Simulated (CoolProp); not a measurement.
Vapour-liquid equilibrium of sulfur dioxide (1) + toluene (2) at 0.113 MPa; x and y are mole fractions of (1).

Model: multi-fluid Helmholtz-energy mixture model, Gao 2016 and Lemmon 2006; pair parameters Bell 2016, in CoolProp.

```tsv
x	bubble temperature (K)	y at the bubble point	dew temperature at overall composition x (K)	liquid density (mol/L)
0.05	358.5	0.598	385.8	9.007
0.15	323.6	0.903	381.9	10.03
0.25	304.8	0.964	377.7	10.99
0.35	293.0	0.983	373.1	11.99
0.45	285.1	0.991	367.8	13.07
0.55	279.5	0.995	361.8	14.29
0.65	275.3	0.997	354.6	15.66
0.75	272.0	0.998	345.7	17.26
0.85	269.3	0.999	333.2	19.14
0.95	266.8	1.000	310.5	21.40
```

No azeotrope shows between x = 0.05 and 0.95.

The pair parameters rest on a limited set of measurements; away from them the model extrapolates. The gap from Raoult's law changes sign with composition, which may be real or a fault of the pair parameters; it wasn't checked against measurements.
